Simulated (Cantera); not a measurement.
## Equilibrium for hydrogen reduction and annealing atmospheres: SiO₂ + H₂ + N₂

Input: 1 mol SiO₂, 0.98 mol H₂, 3 mol N₂, at 101000 Pa.

Cantera equilibrium calculation (NASA polynomials, part measured and part estimated; ideal gas, pure solids and liquids). Candidate condensed phases: H₂O, Si, SiO₂, Si₂N₂O, Si₃N₄; 35 gas species. N₂ is the only nitrogen source here; it is nearly inert below about 1500 K, so the nitride shown seldom forms there in practice. Mutual solubility and eutectic melting of coexisting phases are not modelled. The tables hold silica as quartz up to 1696 K and as liquid above; real silica turns to tridymite and cristobalite and melts near 1996 K. The numbers say what is thermodynamically allowed, not how fast it happens.

```csv
T (K),log p N₂,log p H₂,log p NH₃,log p SiO,log p H₂O,log p H,n SiO₂(α-quartz),n SiO₂(β-quartz),n Si₂N₂O(s),n SiO₂(condensed)
625,-0.12,-0.61,-2.53,<-11,-5.86,<-11,1.000,0,0,0
725,-0.12,-0.60,-3.13,<-11,-5.33,<-11,1.000,0,0,0
825,-0.12,-0.60,-3.59,<-11,-4.94,-11.40,1.000,0,0,0
925,-0.12,-0.60,-3.97,<-11,-4.65,-9.89,0,1.000,0,0
1025,-0.12,-0.60,-4.27,<-11,-4.41,-8.66,0,1.000,5.05e-5,0
1125,-0.12,-0.60,-4.52,-11.48,-4.23,-7.65,0,1.000,7.79e-5,0
1225,-0.12,-0.60,-4.73,-9.55,-4.07,-6.81,0,1.000,0.000111,0
1325,-0.12,-0.60,-4.91,-7.93,-3.94,-6.09,0,1.000,0.000151,0
1425,-0.12,-0.60,-5.07,-6.53,-3.83,-5.47,0,1.000,0.000194,0
1525,-0.12,-0.60,-5.20,-5.33,-3.73,-4.93,0,1.000,0.000236,0
1625,-0.12,-0.60,-5.32,-4.27,-3.65,-4.45,0,0.999,0.000223,0
1725,-0.12,-0.60,-5.43,-3.46,-3.46,-4.03,0,0,0,0.999
1825,-0.12,-0.61,-5.52,-3.03,-3.03,-3.66,0,0,0,0.996
1925,-0.12,-0.61,-5.61,-2.64,-2.64,-3.32,0,0,0,0.991
```
log p: log10 of the partial pressure in bar; n: condensed amount in mol.

From 625 K to 825 K the condensed part is SiO₂(α-quartz). At 925 K the condensed part is SiO₂(β-quartz). From 1025 K to 1625 K the condensed part is SiO₂(β-quartz) + Si₂N₂O(s). From 1725 K to 1925 K the condensed part is SiO₂(condensed).
